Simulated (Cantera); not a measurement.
Cantera run:

```python
import numpy as np
import cantera as ct

gas_names = """
    C CH CH2 CH3 CH2OH CH3O CH4 CH3OH CN CO CO2 COOH C2 C2H CHCO,ketyl C2H2,acetylene C2H2,vinylidene
    CH2CO,ketene C2H3,vinyl CH3CN CH3CO,acetyl C2H4 C2H4O,ethylen CH3CHO,ethanal CH3COOH (HCOOH)2 C2H5
    C2H6 CH3OCH3 C2H5OH CCN CNC C2N2 C2O C3 C3H3,propargyl C3H4,allene C3H4,propyne C3H4,cyclo-
    C3H5,allyl C3H6,propylene C3H6,cyclo- C3H6O C3H7,n-propyl C3H7,i-propyl C3H8 C3H8O,1propanol
    C3H8O,2propanol C3O2 C4 C4H2 C4H4,1,3-cyclo- C4H6,butadiene C4H6,2-butyne C4H6,cyclo- C4H8,1-butene
    C4H8,cis2-buten C4H8,tr2-butene C4H8,isobutene C4H8,cyclo- (CH3COOH)2 C4H9,n-butyl C4H9,i-butyl
    C4H9,s-butyl C4H9,t-butyl C4H10,isobutane C4H10,n-butane C4N2 C5 C5H6,1,3cyclo- C5H8,cyclo-
    C5H10,1-pentene C5H10,cyclo- C5H11,pentyl C5H11,t-pentyl C5H12,n-pentane C5H12,i-pentane
    CH3C(CH3)2CH3 C6H2 C6H5,phenyl C6H5O,phenoxy C6H6 C6H5OH,phenol C6H10,cyclo- C6H12,1-hexene
    C6H12,cyclo- C6H13,n-hexyl C7H7,benzyl C7H8 C7H8O,cresol C7H14,1-heptene C7H15,n-heptyl
    C7H16,n-heptane C8H8,styrene C8H10,ethylbenz C8H16,1-octene C8H17,n-octyl C8H18,isooctane
    C8H18,n-octane C9H19,n-nonyl C10H8,naphthale C10H21,n-decyl C12H9,o-bipheny C12H10,bipheny H HCN HCO
    HCCN HNC HNCO HNO HNO2 HNO3 HO2 H2 HCHO,formaldehy HCOOH H2O H2O2 N NCO NH NH2 NH3 NH2OH NO NO2 NO3
    N2 N2H2 N2H4 N2O O OH O2 O3 Si SiC SiC2 SiC4H12 SiH SiH2 SiH3 SiH4 SiN SiO SiO2 Si2 Si2C Si2N Si3
""".split()
cond_names = """
    C(gr) C6H6(L) C7H8(L) C8H18(L),n-octa H2O(s) H2O(L) Si(cr) Si(L) SiC(b) SiO2(Lqz) SiO2(hqz) SiO2(L)
    Si2N2O(s) Si3N4(a)
""".split()


def load(file, names, dense=False):
    # The tables refer to 1 bar. Condensed volumes are neglected.
    table = {s.name: s for s in ct.Species.list_from_file(file)}
    out = []
    for n in names:
        d = dict(table[n].input_data)
        d["thermo"] = dict(d["thermo"], **{"reference-pressure": 1e5})
        if dense:
            d["equation-of-state"] = {"model": "constant-volume", "density": "1e6 g/cm^3"}
        out.append(ct.Species.from_dict(d))
    return out


gas = ct.Solution(thermo="ideal-gas", species=load("nasa_gas.yaml", gas_names))
cond = {s.name: ct.Solution(thermo="fixed-stoichiometry", species=[s], name=s.name)
        for s in load("nasa_condensed.yaml", cond_names, dense=True)}
atoms = {
    'TEOS': {'Si': 1, 'C': 8, 'H': 20, 'O': 4},
    'NO': {'N': 1, 'O': 1},
    'H2': {'H': 2},
}
top_T = {'C(gr)': 4500, 'SiC(b)': 3050, 'Si2N2O(s)': 2100, 'Si3N4(a)': 2400}  # K; cautious upper limits of use, not melting points


def equilibrate(T, P, feed):
    n = {}
    for name, mol in feed.items():
        for a, k in atoms[name].items():
            n[a] = n.get(a, 0.0) + k * mol
    gas.TPX = T, P, n
    mass = sum(n.values()) * gas.mean_molecular_weight
    gas.equilibrate("TP")
    valid = [c for c in cond.values() if c.min_temp <= T <= top_T.get(c.name, c.max_temp)]
    mix = ct.Mixture([(gas, mass / gas.mean_molecular_weight)] + [(c, 0.0) for c in valid])
    mix.T, mix.P = T, P
    mix.equilibrate("TP", solver="vcs", rtol=1e-11, max_steps=5000)
    return mix


results = []
feed = {'TEOS': 1, 'NO': 1.1, 'H2': 2.6}  # mol
P = 24  # Pa
for T in [623, 723, 823, 923, 1023, 1123, 1223, 1323, 1423, 1523, 1623, 1723]:
    mix = equilibrate(T, P, feed)
    results.append((T, P, feed, dict(zip(mix.species_names, mix.species_moles))))

top = {s: max(r[3][s] / sum(r[3][g] for g in gas_names) for r in results) for s in gas_names}
cols = sorted((s for s in top if top[s] > 0.0001), key=lambda s: -top[s])[:9]
seen = [c for c in cond_names if any(r[3].get(c, 0) > 1e-12 for r in results)]
print("log10 of partial pressures in bar; condensed amounts in mol")
print(f"{'T/K':>10s}" + "".join(f"{s[:9]:>10s}" for s in cols + seen))
for T, P, feed, n in results:
    ng = sum(n[g] for g in gas_names)
    print(f"{T:10.4g}" + "".join(f"{np.log10(max(n[s] / ng * P / 1e5, 1e-99)):10.3f}" for s in cols)
          + "".join(f"{n.get(c, 0):10.4g}" for c in seen))
```

It prints:

```
log10 of partial pressures in bar; condensed amounts in mol
       T/K        H2        CO       CO2       H2O        N2         H       CH4       SiO       HCN     C(gr)    SiC(b) SiO2(Lqz) SiO2(hqz) Si2N2O(s)
       623    -3.717    -5.025    -4.848    -4.866    -5.040   -17.487    -5.727   -34.783   -13.893     6.463         0         1         0         0
       723    -3.727    -4.398    -5.600    -5.814    -5.083   -14.937    -6.727   -27.337   -12.364     5.157         0         1         0         0
       823    -3.730    -4.342    -7.003    -6.950    -5.090   -13.000    -7.491   -21.302   -11.194     4.912         0         1         0         0
       923    -3.730    -4.339    -8.180    -7.881    -5.090   -11.477    -8.094   -16.554   -10.276     4.901         0         0         1         0
      1023    -3.730    -4.339    -9.125    -8.632    -5.090   -10.248    -8.585   -12.745    -9.539       4.9         0         0         1         0
      1123    -3.747    -4.238    -9.694    -9.165    -5.495    -9.244    -9.027    -9.726    -9.145     3.926         0         0     0.351    0.3245
      1223    -3.756    -4.194   -10.249    -9.647    -6.153    -8.400    -9.388    -7.782    -8.974     3.401         0         0         0    0.4994
      1323    -3.781    -4.174   -10.751   -10.089    -5.141    -7.690    -9.729    -7.248    -8.052     1.908    0.9957         0         0         0
      1423    -3.781    -4.174   -11.214   -10.466    -5.141    -7.068    -9.981    -7.030    -7.686     1.913    0.9929         0         0         0
      1523    -3.781    -4.175   -11.614   -10.792    -5.142    -6.527   -10.201    -6.841    -7.368     1.918     0.989         0         0         0
      1623    -3.783    -4.176   -11.963   -11.079    -5.144    -6.052   -10.395    -6.677    -7.091     1.925    0.9838         0         0         0
      1723    -3.786    -4.178   -12.272   -11.335    -5.147    -5.632   -10.570    -6.534    -6.849     1.933    0.9763         0         0         0
```

Method: chemical equilibrium by Gibbs-energy minimisation in Cantera with the NASA 1993 tables (ideal gas, pure condensed phases). The feed counts by its element totals alone. Mutual solubility and eutectic melting of coexisting phases are not modelled.
